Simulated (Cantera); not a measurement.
Input (Python, Cantera) and output of one run.

```python
import numpy as np
import cantera as ct

gas_names = """
    H H2 N NH NH2 NH3 N2 N2H2 N2H4 Ni
""".split()
cond_names = """
    Ni(cr) Ni(L)
""".split()


def load(file, names, dense=False):
    # The tables refer to 1 bar. Condensed volumes are neglected.
    table = {s.name: s for s in ct.Species.list_from_file(file)}
    out = []
    for n in names:
        d = dict(table[n].input_data)
        d["thermo"] = dict(d["thermo"], **{"reference-pressure": 1e5})
        if dense:
            d["equation-of-state"] = {"model": "constant-volume", "density": "1e6 g/cm^3"}
        out.append(ct.Species.from_dict(d))
    return out


gas = ct.Solution(thermo="ideal-gas", species=load("nasa_gas.yaml", gas_names))
cond = {s.name: ct.Solution(thermo="fixed-stoichiometry", species=[s], name=s.name)
        for s in load("nasa_condensed.yaml", cond_names, dense=True)}
atoms = {
    'Ni': {'Ni': 1},
    'NH3': {'N': 1, 'H': 3},
    'H2': {'H': 2},
}
top_T = {}  # K; cautious upper limits of use, not melting points


def equilibrate(T, P, feed):
    n = {}
    for name, mol in feed.items():
        for a, k in atoms[name].items():
            n[a] = n.get(a, 0.0) + k * mol
    gas.TPX = T, P, n
    mass = sum(n.values()) * gas.mean_molecular_weight
    gas.equilibrate("TP")
    valid = [c for c in cond.values() if c.min_temp <= T <= top_T.get(c.name, c.max_temp)]
    mix = ct.Mixture([(gas, mass / gas.mean_molecular_weight)] + [(c, 0.0) for c in valid])
    mix.T, mix.P = T, P
    mix.equilibrate("TP", solver="vcs", rtol=1e-11, max_steps=5000)
    return mix


results = []
feed = {'Ni': 1, 'NH3': 0.95, 'H2': 7.9}  # mol
T = 823.15  # K
P = 4600  # Pa
mix = equilibrate(T, P, feed)
results.append((T, P, feed, dict(zip(mix.species_names, mix.species_moles))))
print(gas.report(threshold=0.001))
for i in range(1, mix.n_phases):
    print(f"{mix.phase(i).name:16s} {mix.phase_moles(i):12.5e} mol")
```

It prints:

```
       temperature   823.15 K
          pressure   4600 Pa
           density   0.002202 kg/m^3
  mean mol. weight   3.2762 kg/kmol
   phase of matter   gas

                          1 kg             1 kmol
                     ---------------   ---------------
          enthalpy        4.7013e+06        1.5402e+07  J
   internal energy        2.6122e+06        8.5582e+06  J
           entropy             58178         1.906e+05  J/K
    Gibbs function       -4.3188e+07       -1.4149e+08  J
 heat capacity c_p            9092.8             29790  J/K
 heat capacity c_v            6554.9             21475  J/K

                      mass frac. Y      mole frac. X     chem. pot. / RT
                     ---------------   ---------------   ---------------
                H2           0.58552           0.95152           -20.173
                N2           0.41437          0.048459           -30.492
     [   +8 minor]        0.00011637        2.2385e-05

Ni(cr)            1.00000e+00 mol
```

Cantera equilibrium calculation (NASA polynomials, part measured and part estimated; ideal gas, pure solids and liquids).
